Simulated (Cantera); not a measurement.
A perfectly stirred reactor is fed with H₂ : O₂ = 0.019 : 1 (molar parts), equivalence ratio 0.0095, at 0.0263 atm; it is held at 1423 K, and followed from long to short residence time.

Computed with Cantera and GRI-Mech 3.0 (53 species, 325 reactions). Radical loss at walls, strong at low pressure, is not modelled.

One state of this run: x H₂ = 0.000178; x O₂ = 0.970; x HO₂ = 1.15e-6; x H₂O₂ = 3.11e-8; x H₂O = 0.0172; x H = 0.000474. x: mole fraction; the columns are a selection and need not sum to one.

**Question.** Which value of τ (s) does it belong to?
A. 0.62
B. 0.0012
C. 3.7
D. 0.043

**Answer.** D, 0.043
